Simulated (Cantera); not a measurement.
# Equilibrium for roasting and sulfation: MgO + H2S + CO2

Feed: 1 mol MgO, 4.7 mol H2S, 5.2 mol CO2, held at 13.3 mbar.

Equilibrium computed with Cantera from the NASA thermochemical tables; the gas is ideal and each condensed phase is pure. Candidate condensed phases: C, C6H6, C7H8, C8H18, H2O, H2SO4, Mg, MgCO3, MgO, Mg(OH)2, MgS, MgSO4, S; 130 gas species. Kinetics and transport are ignored.

From 1152 °C to 1502 °C the condensed part is MgO(s). The main Mg-bearing gas is Mg(OH)2 at 1152 °C and Mg at 1502 °C.

| T (°C) | log p CO | log p H2O | log p CO2 | log p S2 | log p H2 | log p SO2 | log p H2S | log p SO | n MgO(s) |
|---|---|---|---|---|---|---|---|---|---|
| 1152 | -2.49 | -2.53 | -2.62 | -2.65 | -2.76 | -3.80 | -3.35 | -4.85 | 1.00 |
| 1202 | -2.47 | -2.53 | -2.65 | -2.65 | -2.74 | -3.65 | -3.45 | -4.63 | 1.000 |
| 1252 | -2.45 | -2.53 | -2.68 | -2.66 | -2.73 | -3.53 | -3.55 | -4.42 | 1.000 |
| 1302 | -2.43 | -2.54 | -2.72 | -2.66 | -2.71 | -3.42 | -3.64 | -4.24 | 1.000 |
| 1352 | -2.42 | -2.55 | -2.76 | -2.68 | -2.70 | -3.33 | -3.72 | -4.08 | 1.000 |
| 1402 | -2.40 | -2.56 | -2.80 | -2.69 | -2.68 | -3.26 | -3.80 | -3.93 | 1.000 |
| 1452 | -2.39 | -2.58 | -2.84 | -2.71 | -2.67 | -3.20 | -3.87 | -3.79 | 1.000 |
| 1502 | -2.38 | -2.59 | -2.89 | -2.72 | -2.65 | -3.15 | -3.94 | -3.67 | 1.000 |
log p: log10 of the partial pressure in bar; n: condensed amount in mol.
